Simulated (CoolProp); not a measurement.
CF4 (R14) at 293.15 K and 0.154 MPa flows at 5 m/s in a round tube of 25 mm bore and 15 µm roughness, fully developed (64/Re and Nu = 3.66 if laminar; Colebrook and Gnielinski if turbulent). Each further row changes one setting.

The numbers come from the reference Helmholtz-energy equation of state, Platzer 1990 in CoolProp. This equation is an older, rougher fit.

```csv
case,Reynolds number,Darcy friction factor,pressure drop (Pa/m),heat-transfer coefficient (W/(m² K)),mass flow (kg/h)
as stated,41100,0.0236,?,63.2,49.4
velocity 10 m/s,82200,?,238,114,98.9
diameter 50 mm,82200,?,28.1,?,198
```

### Question
What belongs in the gaps?

### Answer

- as stated, pressure drop (Pa/m): 66.1
- velocity 10 m/s, Darcy friction factor: 0.0213
- diameter 50 mm, Darcy friction factor: 0.0201
- diameter 50 mm, heat-transfer coefficient (W/(m² K)): 53.8

Viscosity comes from a separate model (Huber 2003), an estimate that may be off by 10 % or more. Thermal conductivity comes from a separate model (Huber 2003), an estimate that may be off by 10 % or more.
